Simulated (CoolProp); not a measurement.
Vapour-liquid equilibrium of n-butane (1) + cis-2-butene (2) at 0.793 MPa; x and y are mole fractions of (1).

The numbers come from the multi-fluid Helmholtz-energy mixture model, Bücker 2006 and Lemmon 2005; pair parameters Bell 2016 in CoolProp.

| x | bubble temperature (°C) | y at the bubble point | dew temperature at overall composition x (°C) | liquid density (mol/L) |
|---|---|---|---|---|
| 0.05 | 72.6 | 0.056 | 72.7 | 9.802 |
| 0.15 | 72.0 | 0.165 | 72.0 | 9.699 |
| 0.25 | 71.4 | 0.269 | 71.5 | 9.597 |
| 0.35 | 70.9 | 0.369 | 71.0 | 9.496 |
| 0.45 | 70.5 | 0.468 | 70.6 | 9.398 |
| 0.55 | 70.2 | 0.565 | 70.2 | 9.301 |
| 0.65 | 69.9 | 0.662 | 69.9 | 9.206 |
| 0.75 | 69.6 | 0.758 | 69.7 | 9.112 |
| 0.85 | 69.4 | 0.855 | 69.4 | 9.021 |
| 0.95 | 69.2 | 0.952 | 69.2 | 8.930 |

No azeotrope shows between x = 0.05 and 0.95.

The pair parameters rest on a limited set of measurements; away from them the model extrapolates.
